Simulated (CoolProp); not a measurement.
The fluid at 266.98 K and 0.561 MPa flows at 3 m/s in a round tube of 1 mm bore and 15 µm roughness, fully developed (64/Re and Nu = 3.66 if laminar; Colebrook and Gnielinski if turbulent). The same conditions are run with several fluids, on thermodynamics alone (safety and materials aside).

Computed with CoolProp (reference Helmholtz-energy equation of state of each fluid (sulfur hexafluoride: Guder 2009; nitrogen: Span 2000; methane: Setzmann 1991)).

Q: Rank sulfur hexafluoride, nitrogen, methane by Reynolds number, highest first.

A: sulfur hexafluoride (8830), nitrogen (1300), methane (1200)

```
fluid                Darcy friction factor  pressure drop (Pa/m)  heat-transfer coefficient (W/(m² K))  mass flow (kg/h)
-------------------  ---------------------  --------------------  ------------------------------------  ----------------
sulfur hexafluoride                 0.0484                  8910                                   486             0.347
nitrogen                            0.0493                  1570                                  86.8            0.0602
methane                             0.0531                   984                                   111            0.0349
```

Transport values come from each fluid's own correlations.
